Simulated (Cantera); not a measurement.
A diamond (100) surface in a fixed gas of H2 with x(CH4) = 0.0046, x(H) = 0.00057, x(CH3) = 7.3e-05, 0.0128 atm; coverages are run to steady state.

Cantera simulation using the Harris–Goodwin 1993 mechanism for the reconstructed diamond (100) surface; the numbers are that mechanism's predictions, not measurements.

θ: site fractions in the mechanism's names (c6HH fully hydrogenated, c6H* and c6*H radical sites, c6** diradical, c6HM methylated).

```tsv
T (K)	growth (µm/h)	θ c6HH	θ c6H*	θ c6*H	θ c6**	θ c6HM
950	0.260	0.599	0.0130	0.308	0.00552	0.0569
1000	0.204	0.581	0.0174	0.356	0.00798	0.0277
1050	0.120	0.556	0.0221	0.396	0.0107	0.00993
1100	0.0701	0.528	0.0269	0.426	0.0135	0.00307
1150	0.0522	0.502	0.0316	0.448	0.0161	0.000931
1200	0.0489	0.482	…	0.462	…	…
1250	0.0459	0.467	0.0404	0.471	0.0201	9.28e-5
1300	…	0.459	0.0445	0.475	0.0214	…
1350	0.0184	0.455	0.0481	0.474	0.0222	1.05e-5
1400	0.00814	0.456	0.0514	0.470	0.0224	4.00e-6
```

Problem. Some entries are withheld; supply them.

Solution. 
- 1200, θ c6H*: 0.0361
- 1200, θ c6**: 0.0183
- 1200, θ c6HM: 0.000290
- 1300, growth (µm/h): 0.0341
- 1300, θ c6HM: 3.03e-5
